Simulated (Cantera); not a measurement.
An adiabatic, constant-volume homogeneous reactor starts with 5.17 % C3H8, 19.9 % O2, 74.9 % N2, equivalence ratio 1.3, at 1298 K and 1.00 bar.

Cantera simulation using GRI-Mech 3.0 (53 species, 325 reactions); the numbers are that mechanism's predictions, not measurements. GRI-Mech 3.0 was tuned for natural gas; its chemistry of propane as a main component is partial and can be far from experiment.

One state of this run: T (K) = 2928; P (bar) = 2.58; x C3H8 = <1e-12; x O2 = 0.00596; x N2O = 5.52e-7; x C2H6 = <1e-12; x C2H = <1e-12. x: mole fraction; the columns are a selection and need not sum to one.

Q: Which value of t (s) does it belong to?
A) 7.59e-6
B) 0.0252
C) 0.000159
D) 2.09e-5

A: B, 0.0252
